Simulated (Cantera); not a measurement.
Input: 1 mol BF3, 0.19 mol NH3, 17 mol H2O, held at 1898 K and 24.0 Pa.

Equilibrium computed with Cantera from the NASA thermochemical tables; the gas is ideal and each condensed phase is pure. Candidate condensed phases: B, BN, B2O3, B3O3H3, H2O; 62 gas species. Rates play no part.

Base state: H2O 0.720, HF 0.134, H2 0.0485, HBO2 0.0332, BOF 0.0157, O2 0.0151, OH 0.0135, H 0.0111 (mole fractions); condensed: gas only.

### Question
What changes in the equilibrium state with this change: NH3 from 0.19 to 2.1 mol?

### Answer
```json
[
 {"species": "H2O", "before": "0.720", "after": "0.638"},
 {"species": "H2", "before": "0.0485", "after": "0.132"},
 {"species": "HF", "before": "0.134", "after": "0.114"},
 {"species": "N2", "before": "0.00469", "after": "0.0445"},
 {"species": "O2", "before": "0.0151", "after": "0.00159"},
 {"species": "OH", "before": "0.0135", "after": "0.00724"},
 {"species": "H", "before": "0.0111", "after": "0.0184"},
 {"species": "BOF", "before": "0.0157", "after": "0.0130"},
 {"species": "HBO2", "before": "0.0332", "after": "0.0287"},
 {"species": "O", "before": "0.00233", "after": "0.000755"},
 {"species": "HBO", "before": "8.55e-6", "after": "2.28e-5"}
]
```

### Question
What changes in the equilibrium state with this change: H2O from 17 to 1.7 mol?

### Answer
```
species   before     after
-------  -------  --------
HF         0.134     0.511
BOF       0.0157     0.218
H2O        0.720     0.142
O2        0.0151  0.000325
OH        0.0135   0.00230
N2       0.00469    0.0231
HBO2      0.0332    0.0239
H2        0.0485    0.0651
H         0.0111    0.0129
BF3      1.71e-8   1.73e-5
O        0.00233  0.000342
HBO      8.55e-6   4.18e-5
```

### Question
What changes in the equilibrium state with this change: NH3 from 0.19 to 0.12 mol?

### Answer
```tsv
species	before	after
H2O	0.720	0.722
HF	0.134	0.135
H2	0.0485	0.0464
N2	0.00469	0.00297
O2	0.0151	0.0165
OH	0.0135	0.0138
H	0.0111	0.0109
BOF	0.0157	0.0159
HBO2	0.0332	0.0334
NO	0.000118	9.81e-5
O	0.00233	0.00243
```
